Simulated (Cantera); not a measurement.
**Thermodynamics of carbothermic reduction, feed Fe2O3 + C + N2**

Input: 1 mol Fe2O3, 0.4 mol C, 5.2 mol N2, at 70.0 Pa.

Method: chemical equilibrium by Gibbs-energy minimisation in Cantera with the NASA 1993 tables (ideal gas, pure condensed phases). Candidate condensed phases: C, Fe, Fe(CO)5, FeO, Fe2O3, Fe3O4; 27 gas species. Mutual solubility and eutectic melting of coexisting phases are not modelled. The tables' stoichiometric FeO is somewhat more stable than real wüstite, so its field is too wide. FeO: taken at fixed stoichiometry. Rates play no part.

| T (°C) | x N2 | x CO2 | x O2 | x CO | n FeO(s) | n Fe3O4(s) | n FeO(l) |
|---|---|---|---|---|---|---|---|
| 1152 | 0.929 | 0.0679 | 1.21e-6 | 0.00350 | 1.34 | 0.220 | 0 |
| 1202 | 0.929 | 0.0680 | 6.17e-6 | 0.00346 | 1.34 | 0.219 | 0 |
| 1252 | 0.929 | 0.0680 | 2.84e-5 | 0.00341 | 1.34 | 0.219 | 0 |
| 1302 | 0.928 | 0.0680 | 0.000119 | 0.00337 | 1.35 | 0.217 | 0 |
| 1352 | 0.928 | 0.0681 | 0.000457 | 0.00332 | 1.36 | 0.213 | 0 |
| 1402 | 0.926 | 0.0682 | 0.00190 | 0.00303 | 0 | 0.194 | 1.42 |
| 1452 | 0.920 | 0.0682 | 0.00850 | 0.00256 | 0 | 0.114 | 1.66 |
| 1502 | 0.910 | 0.0671 | 0.0182 | 0.00297 | 0 | 0 | 2.00 |
x: gas mole fraction; n: condensed amount in mol.

From 1152 °C to 1352 °C the condensed part is FeO(s) + Fe3O4(s). From 1402 °C to 1452 °C the condensed part is FeO(l) + Fe3O4(s). At 1502 °C the condensed part is FeO(l). The main Fe-bearing gas is Fe throughout.
